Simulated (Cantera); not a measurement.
Cantera run:

```python
import numpy as np
import cantera as ct

gas_names = """
    H2O H2 NO2
""".split()
cond_names = """
    Cr2N(s) Cr2O3(s) Cr2O3(L)
""".split()


# ... load() reads the species with a 1 bar reference pressure and builds the phases ...
species = {s.name: s for s in load("nasa_gas.yaml", gas_names) + load("nasa_condensed.yaml", cond_names)}
# Each term lists the table entries of one substance; the one whose range holds T is used.
reactions = {
    '5 H2O(g) + Cr2N = 5 H2(g) + NO2(g) + Cr2O3':
        [(-5, ['H2O']), (-1, ['Cr2N(s)']), (5, ['H2']), (1, ['NO2']), (1, ['Cr2O3(s)', 'Cr2O3(L)'])],
}


def pick(names, T):
    return next(species[n] for n in names if species[n].thermo.min_temp <= T <= species[n].thermo.max_temp)


results = []
for label, terms in reactions.items():
    print(label)
    print("     T/K   dH/kJ  dS/(J/K)   dG/kJ   log10 K")
    for T in [523, 673, 823, 973, 1123]:
        used = [(nu, pick(names, T)) for nu, names in terms]
        dH = sum(nu * s.thermo.h(T) for nu, s in used) / 1e6
        dS = sum(nu * s.thermo.s(T) for nu, s in used) / 1e3
        dG = dH - T * dS / 1e3
        logK = -dG * 1e6 / (ct.gas_constant * T * np.log(10))
        results.append((label, T, dH, dS, dG, logK, [s.name for _, s in used]))
        print(f"{T:8g} {dH:8.1f} {dS:8.1f} {dG:8.1f} {logK:8.2f}")
```

Output:

```
5 H2O(g) + Cr2N = 5 H2(g) + NO2(g) + Cr2O3
     T/K   dH/kJ  dS/(J/K)   dG/kJ   log10 K
     523    246.8     -2.8    248.2   -24.79
     673    254.4     10.1    247.6   -19.22
     823    261.4     19.5    245.4   -15.57
     973    267.3     26.1    241.9   -12.99
    1123    272.0     30.6    237.6   -11.05
```

Standard-state values (1 bar) from the NASA 1993 polynomials, evaluated with Cantera. Condensed species are held in their standard states even where they would react or evaporate.
